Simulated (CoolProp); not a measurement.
R410A at 298.15 K and 0.82 MPa is throttled through a valve to 0.259 MPa with no heat exchange. Each further row changes one setting.

The numbers come from the reference Helmholtz-energy equation of state, Lemmon 2003 in CoolProp. It is a pseudo-pure fit of the blend.

```
case                        temperature change (K)  final density (kg/m³)
--------------------------  ----------------------  ---------------------
as stated                                    -12.3                   8.24
outlet pressure 0.0777 MPa                   -16.7                   2.44
outlet pressure 0.337 MPa                    -10.5                   10.8
```
